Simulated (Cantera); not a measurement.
Charge: 1 mol C2F6, 0.036 mol F2, at 3298.15 K and 0.00133 bar.

Cantera equilibrium calculation (NASA polynomials, part measured and part estimated; ideal gas, pure solids and liquids). Candidate condensed phases: C; 13 gas species. The feed counts by its element totals alone. Kinetics and transport are ignored.

Base state: F 0.811, C 0.102, C3 0.0351, CF 0.0333, C2 0.0186, CF2 0.000282, C5 6.03e-5, C4 5.25e-5 (mole fractions); condensed: gas only.

Q: What changes in the equilibrium state with this change: temperature from 3298.15 K to 1800 K?

A: 
```
species             before    after
----------------  --------  -------
CF4                  <1e-9    0.931
CF2               0.000282   0.0465
F                    0.811   0.0191
C                    0.102    <1e-9
C3                  0.0351    <1e-9
C2                  0.0186    <1e-9
CF                  0.0333  2.95e-5
CF3                1.22e-8  0.00320
C5                 6.03e-5    <1e-9
C(graphite), mol         0    0.452
```
Gases not in the tables: C2F6 and larger saturated fluorocarbons.
